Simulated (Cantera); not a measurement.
What does this Cantera script print?

```python
import numpy as np
import cantera as ct

surf = ct.Interface("diamond.yaml", "diamond_100")
gas, bulk = surf.adjacent["gas"], surf.adjacent["diamond"]
k = surf.kinetics_species_index(bulk.species_names[0])
cover = ["c6HH", "c6H*", "c6*H", "c6**", "c6HM", "c6B"]

rows, drift = [], 0.0
print(f"{'xCH3':>10s}{'um/h':>11s}" + "".join(f"{s:>11s}" for s in cover))
for v in [1e-06, 2.4e-06, 5.7e-06, 1.3e-05, 3.2e-05, 7.6e-05, 0.00018, 0.00043, 0.001]:
    T, P, xH, xCH3 = 900, 1300, 0.01, v
    gas.TPX = T, P, {"H": xH, "CH3": xCH3, "CH4": 0.0036, "H2": 1 - xH - xCH3 - 0.0036}
    surf.TP = bulk.TP = T, P
    surf.coverages = "c6H*:0.1, c6HH:0.9"
    surf.advance_coverages(100.0)
    before = surf.coverages
    surf.advance_coverages(100.0)
    drift = max(drift, np.max(np.abs(surf.coverages - before) / (surf.coverages + 1e-9)))
    rate = surf.net_production_rates[k] * bulk.mean_molecular_weight / bulk.density * 3.6e9
    rows.append([rate, *surf[cover].coverages])
    print(f"{v:10.4g}{rate:11.4e}" + "".join(f"{x:11.3e}" for x in rows[-1][1:]))
```

It prints:

```
      xCH3       um/h       c6HH       c6H*       c6*H       c6**       c6HM        c6B
     1e-06 4.0704e-03  6.920e-01  1.049e-02  2.931e-01  4.399e-03  8.429e-05  1.105e-11
   2.4e-06 9.7674e-03  6.918e-01  1.049e-02  2.930e-01  4.398e-03  2.023e-04  2.650e-11
   5.7e-06 2.3189e-02  6.916e-01  1.048e-02  2.929e-01  4.397e-03  4.802e-04  6.292e-11
   1.3e-05 5.2843e-02  6.911e-01  1.048e-02  2.927e-01  4.392e-03  1.094e-03  1.434e-10
   3.2e-05 1.2980e-01  6.897e-01  1.045e-02  2.921e-01  4.381e-03  2.688e-03  3.522e-10
   7.6e-05 3.0674e-01  6.866e-01  1.041e-02  2.907e-01  4.356e-03  6.352e-03  8.324e-10
   0.00018 7.1808e-01  6.793e-01  1.029e-02  2.876e-01  4.298e-03  1.487e-02  1.949e-09
   0.00043 1.6690e+00  6.625e-01  1.003e-02  2.803e-01  4.164e-03  3.456e-02  4.529e-09
     0.001 3.6561e+00  6.273e-01  9.489e-03  2.651e-01  3.883e-03  7.572e-02  9.921e-09
```

Cantera simulation using the Harris–Goodwin 1993 mechanism for the reconstructed diamond (100) surface; the numbers are that mechanism's predictions, not measurements.
